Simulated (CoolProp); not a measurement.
Vapour-liquid equilibrium of carbon dioxide (1) + R152A (2) at 279.2 K; x and y are mole fractions of (1).

Computed with CoolProp (multi-fluid Helmholtz-energy mixture model, Span 1996 and Outcalt 1996; pair parameters Bell 2016).

```tsv
x	bubble pressure, mixture model (bar)	bubble pressure, Raoult's law (bar)	y, mixture model	y, Raoult's law
0.05	4.848	5.139	0.334	0.397
0.125	7.276	7.952	0.569	0.641
0.2	9.744	10.77	0.690	0.757
0.275	12.24	13.58	0.764	0.826
0.35	14.77	16.39	0.814	0.871
0.425	17.34	19.20	0.850	0.902
0.5	19.95	22.02	0.879	0.926
0.575	22.62	24.83	0.902	0.944
0.65	25.38	27.64	0.922	0.959
0.725	28.26	30.46	0.940	0.971
0.8	31.30	33.27	0.956	0.980
0.875	34.57	36.08	0.972	0.989
0.95	38.15	38.90	0.988	0.996
```

The largest gap from Raoult's law is -9.9 % in bubble pressure, at x = 0.35. No azeotrope shows between x = 0.05 and 0.95.

Pair parameters are fitted to limited data, so mixtures are less certain than the pure fluids.
